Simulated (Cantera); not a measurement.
## Adiabatic ignition

An adiabatic, constant-pressure homogeneous reactor starts with 10.2 % CH4, 0.499 % H2, 9.81 % O2, 79.5 % N2, equivalence ratio 2.1, at 1625 K and 4.05 atm.

Detailed kinetics in Cantera: GRI-Mech 3.0 (53 species, 325 reactions).

```
t (s)     T (K)     x CH4     x H2     x O2      x O     x NO2
--------  -----  --------  -------  -------  -------  --------
4.00e-6    1625     0.102  0.00499   0.0981  3.15e-8    <1e-12
1.07e-5    1625     0.102  0.00500   0.0981  6.95e-8    <1e-12
2.86e-5    1625     0.102  0.00502   0.0980  2.02e-7    <1e-12
7.65e-5    1628     0.100  0.00526   0.0974  5.03e-7    <1e-12
0.000205   1674    0.0874   0.0105   0.0895  2.77e-6  1.36e-11
0.000547   2277   0.00103   0.0989  4.33e-7  1.23e-6  1.31e-10
0.00146    2267  0.000197    0.111  3.06e-7  1.07e-6  2.92e-10
0.00391    2265   2.43e-7    0.113  3.12e-7  1.11e-6  3.84e-10
0.0105     2265  2.86e-10    0.113  3.17e-7  1.13e-6  2.00e-10
0.0280     2266  2.47e-10    0.113  3.19e-7  1.14e-6  8.92e-11
0.0748     2266  2.41e-10    0.113  3.19e-7  1.14e-6  5.39e-11
0.200      2266  2.41e-10    0.113  3.19e-7  1.14e-6  5.02e-11
```
x: mole fraction; the columns are a selection and need not sum to one.

```
Quantity                                                               Value
---------------------------------  -----------------------------------------
time of steepest temperature rise                                   0.285 ms
temperature at 0.200 s                                                2266 K
equilibrium temperature                                               2266 K
x(CH4) at 0.200 s                  2.41e-10 (gas-phase equilibrium 2.73e-10)
x(H2) at 0.200 s                         0.113 (gas-phase equilibrium 0.113)
x(O2) at 0.200 s                     3.19e-7 (gas-phase equilibrium 3.19e-7)
```
